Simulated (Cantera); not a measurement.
A Cantera script and its output.

```python
import numpy as np
import cantera as ct

gas = ct.Solution("gri30.yaml")
gas.TPX = 1800, 100000, {'C3H8': 1, 'O2': 6.85, 'N2': 27}
reactor = ct.IdealGasConstPressureReactor(gas, energy="on", clone=False)
net = ct.ReactorNet([reactor])
net.rtol, net.atol = 1e-08, 1e-16
show = ['C3H8', 'O2', 'HO2', 'CH2', 'NO2', 'NO']
times = np.geomspace(3e-06, 9, 16)

steps = ct.SolutionArray(gas, extra=["t"])
rows = []
print(f"{'t/s':>10s}{'T/K':>9s}{'P/Pa':>11s}" + "".join(f"{s:>11s}" for s in show))
for t in times:
    while net.time < t:
        t_next = net.step()
        steps.append(gas.state, t=t_next)
    rows.append([np.interp(t, steps.t, y) for y in (steps.T, steps.P, *steps(*show).X.T)])
    print(f"{t:10.3e}{rows[-1][0]:9.1f}{rows[-1][1]:11.4g}" + "".join(f"{x:11.3e}" for x in rows[-1][2:]))
rate = np.gradient(steps.T, steps.t)
print("integrator steps:", len(steps.t))
if steps.T.max() > steps.T[0] + 200:
    print(f"time of steepest temperature rise: {steps.t[rate.argmax()]:.4e} s")
gas.TPX = 1800, 100000, {'C3H8': 1, 'O2': 6.85, 'N2': 27}
gas.equilibrate("HP")
print(f"equilibrium (HP): T = {gas.T:.1f} K  " + "  ".join(f"{s} {gas[s].X[0]:.3e}" for s in show))
```

Output:

```
       t/s      T/K       P/Pa       C3H8         O2        HO2        CH2        NO2         NO
 3.000e-06   1763.1      1e+05  2.058e-02  1.923e-01  3.095e-04  1.257e-05  2.155e-12  7.271e-10
 8.108e-06   1838.2      1e+05  4.291e-03  1.694e-01  9.193e-04  5.251e-05  2.793e-10  3.023e-08
 2.191e-05   2396.9      1e+05  1.266e-34  6.610e-02  6.202e-06  7.442e-12  6.690e-09  3.627e-05
 5.923e-05   2495.0      1e+05  7.668e-47  6.081e-02  5.715e-06  1.526e-15  3.724e-08  1.898e-04
 1.601e-04   2640.3      1e+05  6.464e-47  5.934e-02  6.623e-06  2.182e-15  2.167e-07  8.025e-04
 4.327e-04   2748.3      1e+05  1.223e-46  5.708e-02  8.901e-06  2.796e-15  1.044e-06  2.974e-03
 1.169e-03   2755.0      1e+05  1.441e-46  5.470e-02  8.917e-06  2.802e-15  2.843e-06  8.003e-03
 3.161e-03   2748.8      1e+05  1.532e-46  5.200e-02  8.497e-06  2.697e-15  4.939e-06  1.416e-02
 8.543e-03   2746.9      1e+05  1.563e-46  5.114e-02  8.363e-06  2.663e-15  5.588e-06  1.612e-02
 2.309e-02   2746.8      1e+05  1.564e-46  5.112e-02  8.361e-06  2.662e-15  5.601e-06  1.615e-02
 6.240e-02   2746.8      1e+05  1.564e-46  5.112e-02  8.361e-06  2.662e-15  5.601e-06  1.615e-02
 1.687e-01   2746.8      1e+05  1.564e-46  5.112e-02  8.361e-06  2.662e-15  5.601e-06  1.615e-02
 4.558e-01   2746.8      1e+05  1.564e-46  5.112e-02  8.361e-06  2.662e-15  5.601e-06  1.615e-02
 1.232e+00   2746.8      1e+05  1.564e-46  5.112e-02  8.361e-06  2.662e-15  5.601e-06  1.615e-02
 3.330e+00   2746.8      1e+05  1.564e-46  5.112e-02  8.361e-06  2.662e-15  5.601e-06  1.615e-02
 9.000e+00   2746.8      1e+05  1.564e-46  5.112e-02  8.361e-06  2.662e-15  5.601e-06  1.615e-02
integrator steps: 1565
time of steepest temperature rise: 1.2839e-05 s
equilibrium (HP): T = 2746.8 K  C3H8 3.381e-46  O2 5.112e-02  HO2 8.361e-06  CH2 3.035e-15  NO2 5.601e-06  NO 1.615e-02
```

Detailed kinetics in Cantera: GRI-Mech 3.0 (53 species, 325 reactions). GRI-Mech 3.0 was tuned for natural gas; its chemistry of propane as a main component is partial and can be far from experiment.
